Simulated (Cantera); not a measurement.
Stirred combustor or abatement burner

A perfectly stirred reactor is fed with 12.2 % CH4, 18.7 % O2, 69.1 % N2, equivalence ratio 1.3, at 9.67 atm; it is adiabatic with a 750 K inlet, and is followed from long to short residence time, starting on the burning branch (τ in s: 0.13, 0.06, 0.027, 0.012, 0.0055, 0.0025, 0.0011, 0.00051, 0.00023, 0.0001, 4.6e-05, 2.1e-05, 9.4e-06).

Model: GRI-Mech 3.0 (53 species, 325 reactions), integrated in Cantera.

```csv
τ (s),T (K),x CH4,x O2,x C2H6,x HO2,x HCN
0.13,2401,3.82e-6,3.54e-5,6.09e-12,3.71e-8,4.93e-7
0.060,2401,7.91e-6,4.34e-5,2.68e-11,4.16e-8,1.02e-6
0.027,2400,1.62e-5,6.03e-5,1.17e-10,5.12e-8,2.21e-6
0.012,2398,3.16e-5,9.49e-5,4.83e-10,7.16e-8,4.77e-6
0.0055,2395,5.68e-5,0.000159,1.72e-9,1.11e-7,9.54e-6
0.0025,2392,9.71e-5,0.000279,5.64e-9,1.92e-7,1.81e-5
0.0011,2386,0.000163,0.000510,1.81e-8,3.64e-7,3.27e-5
0.00051,2378,0.000261,0.000904,5.15e-8,6.92e-7,5.37e-5
0.00023,2365,0.000432,0.00166,1.54e-7,1.40e-6,8.45e-5
0.00010,2343,0.000783,0.00323,5.36e-7,3.04e-6,0.000124
4.6e-5,2306,0.00157,0.00653,2.24e-6,6.96e-6,0.000146
2.1e-5,750,0.122,0.187,<1e-12,<1e-12,<1e-12
9.4e-6,750,0.122,0.187,<1e-12,<1e-12,<1e-12
```
x: mole fraction; the columns are a selection and need not sum to one.
